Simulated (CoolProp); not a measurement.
Properties of R134a at several states.

Computed with CoolProp (reference Helmholtz-energy equation of state, Tillner-Roth 1994).

| T (°C) | p (kPa) | phase | density (kg/m³) | cv (kJ/(kg K)) | isothermal compressibility (1/MPa) | expansivity (1/kK) | conductivity (mW/(m K)) |
|---|---|---|---|---|---|---|---|
| 30.15 | 29.1 | gas | 1.184 | 0.7632 | 34.55 | 3.364 | ? |
| -69.75 | 308 | liquid | 1502 | 0.8043 | 0.001105 | ? | 126 |
| -32.55 | 15600 | liquid | ? | 0.8440 | ? | ? | 114 |
| -73.55 | 6550 | liquid | 1522 | ? | ? | 1.722 | 130 |
| 57.35 | 4590 | liquid | 1101 | ? | 0.008883 | 4.124 | 70.8 |

### Question
What belongs in the gaps?

### Answer

- 30.15, conductivity (mW/(m K)): 13.8
- -69.75, expansivity (1/kK): 1.818
- -32.55, density (kg/m³): 1431
- -32.55, isothermal compressibility (1/MPa): 0.001394
- -32.55, expansivity (1/kK): 1.807
- -73.55, cv (kJ/(kg K)): 0.8031
- -73.55, isothermal compressibility (1/MPa): 0.0009843
- 57.35, cv (kJ/(kg K)): 0.9549

Thermal conductivity comes from a separate model (McLinden 2000), an estimate that may be off by 10 % or more.
